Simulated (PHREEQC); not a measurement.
## Copper plating or etch bath

Solution (20 °C): 0.099 mol Cu(NO3)2, 0.00015 mol H2SO4 and 0.036 mol NaCl per kg of water. Closed to the air; pH follows from the charge balance.

The numbers come from PHREEQC with the ion-association model, phreeqc.dat.

Each row changes one thing in this solution. No solid was allowed to form.

| case | pH | Cl- (mol/kgw) | CuCl+ (mol/kgw) | CuSO4 (mol/kgw) | CuCl2 (mol/kgw) | NaSO4- (mol/kgw) | SI of Halite (NaCl) |
|---|---|---|---|---|---|---|---|
| as made | 3.62 | 0.0340 | 0.00196 | 8.11e-5 | 1.46e-5 | 2.85e-6 | -4.78 |
| temperature from 20 to 15 °C | 3.63 | 0.0344 | 0.00156 | 8.05e-5 | 1.11e-5 | 2.81e-6 | -4.77 |
| temperature from 20 to 10 °C | 3.63 | 0.0348 | 0.00122 | 7.99e-5 | 8.33e-6 | [?] | [?] |
| NaCl from 0.036 to 0.18 mol/kgw | 3.63 | 0.171 | 0.00836 | [?] | [?] | 1.39e-5 | [?] |

**Question.** Complete the blanks.

**Answer.** 
- temperature from 20 to 10 °C, NaSO4- (mol/kgw): 2.77e-6
- temperature from 20 to 10 °C, SI of Halite (NaCl): -4.76
- NaCl from 0.036 to 0.18 mol/kgw, CuSO4 (mol/kgw): 6.38e-5
- NaCl from 0.036 to 0.18 mol/kgw, CuCl2 (mol/kgw): 0.000283
- NaCl from 0.036 to 0.18 mol/kgw, SI of Halite (NaCl): -3.40

Complexes and solids missing from the database can't appear. Constants without temperature data keep their 25 °C values here.
